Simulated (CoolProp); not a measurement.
Vapour-liquid equilibrium of R113 (1) + ethanol (2) at 91.95 °C; x and y are mole fractions of (1).

Model: multi-fluid Helmholtz-energy mixture model, Marx 1992 and Schroeder 2014; pair parameters Bell 2016, in CoolProp.

```json
[
 {"x": "0.05", "bubble pressure (MPa)": "0.2684", "y at the bubble point": "0.384", "dew pressure at overall composition x (MPa)": "0.1775", "liquid density (mol/L)": "14.91"},
 {"x": "0.15", "bubble pressure (MPa)": "0.3736", "y at the bubble point": "0.578", "dew pressure at overall composition x (MPa)": "0.1978", "liquid density (mol/L)": "?"},
 {"x": "0.25", "bubble pressure (MPa)": "0.4112", "y at the bubble point": "0.629", "dew pressure at overall composition x (MPa)": "0.2230", "liquid density (mol/L)": "?"},
 {"x": "0.35", "bubble pressure (MPa)": "0.4223", "y at the bubble point": "0.645", "dew pressure at overall composition x (MPa)": "0.2552", "liquid density (mol/L)": "11.30"},
 {"x": "0.45", "bubble pressure (MPa)": "0.4255", "y at the bubble point": "0.651", "dew pressure at overall composition x (MPa)": "0.2976", "liquid density (mol/L)": "10.42"},
 {"x": "0.55", "bubble pressure (MPa)": "0.4277", "y at the bubble point": "0.658", "dew pressure at overall composition x (MPa)": "0.3545", "liquid density (mol/L)": "9.659"},
 {"x": "0.65", "bubble pressure (MPa)": "?", "y at the bubble point": "0.674", "dew pressure at overall composition x (MPa)": "?", "liquid density (mol/L)": "9.012"},
 {"x": "0.75", "bubble pressure (MPa)": "0.4285", "y at the bubble point": "0.706", "dew pressure at overall composition x (MPa)": "0.4219", "liquid density (mol/L)": "8.462"},
 {"x": "0.85", "bubble pressure (MPa)": "0.4179", "y at the bubble point": "0.770", "dew pressure at overall composition x (MPa)": "0.3986", "liquid density (mol/L)": "7.996"},
 {"x": "0.95", "bubble pressure (MPa)": "0.3873", "y at the bubble point": "?", "dew pressure at overall composition x (MPa)": "0.3725", "liquid density (mol/L)": "7.601"}
]
```

Task: What belongs in the gaps?

Result: 
- 0.15, liquid density (mol/L): 13.53
- 0.25, liquid density (mol/L): 12.33
- 0.65, bubble pressure (MPa): 0.4297
- 0.65, dew pressure at overall composition x (MPa): 0.4250
- 0.95, y at the bubble point: 0.894

y crosses x between x = 0.65 and 0.75: the model has an azeotrope there.

Pair parameters are fitted to limited data, so mixtures are less certain than the pure fluids. With so large a gap from Raoult's law the liquid may split in two, which this calculation doesn't test in full.
